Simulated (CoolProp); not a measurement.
A Linde-Hampson liquefier for ethane: isothermal reversible compression at 320 K from 1 atm to 10 MPa, throttling to 1 atm, return gas leaving the recuperator 0 K below the feed. Each further row changes one setting.

Model: reference Helmholtz-energy equation of state, Bücker 2006, in CoolProp.

```
case                        liquid yield per pass  compression work (kJ/kg of gas)
--------------------------  ---------------------  -------------------------------
as stated                                   0.433                              338
high pressure 20 MPa                        0.465                              366
warm-end temperature 350 K                  0.288                              395
warm-end gap 5 K                            0.426                              338
```
